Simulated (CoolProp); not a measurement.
CH2F2 (R32) along the isotherm 179.1 K: fugacity coefficient from the reference equation and from simpler models built on Tc = 351.3 K, pc = 5.783 MPa, ω = 0.277; each cubic takes its own stable root.

Computed with CoolProp (reference Helmholtz-energy equation of state, Tillner-Roth 1997).

```
p (MPa)   phase  reference  Soave-Redlich-Kwong  Peng-Robinson
-------  ------  ---------  -------------------  -------------
0.183    liquid    0.03481              0.03154        0.03384
0.325    liquid    0.01967              0.01784        0.01913
0.578    liquid    0.01114              0.01012        0.01084
1.03     liquid   0.006324             0.005768       0.006168
1.83     liquid   0.003636             0.003336       0.003557
3.25     liquid   0.002125             0.001972       0.002091
5.78     liquid   0.001277             0.001209       0.001270
10.3     liquid  0.0008068            0.0007909      0.0008169
18.3     liquid  0.0005595            0.0005836      0.0005851
32.5     liquid  0.0004549            0.0005294      0.0005041
57.8     liquid  0.0004882            0.0006897      0.0006003
```
